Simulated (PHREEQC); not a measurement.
Consider water at 25 °C with 10 mmol/kgw CsCl. Closed to the air; pH follows from the charge balance.

The numbers come from PHREEQC with the ion-association model, wateq4f.dat.

```yaml
ionic_strength: 0.0100 mol/kgw
```

```tsv
species	molality	activity	log γ
Cl-	0.0100	0.00900	-0.046
Cs+	0.0100	0.00902	-0.045
H+	1.10e-7	1.01e-7	-0.039
OH-	1.10e-7	9.93e-8	-0.046
```

This is a speciation only: nothing precipitates in the calculation. Complexes and solids missing from the database can't appear.
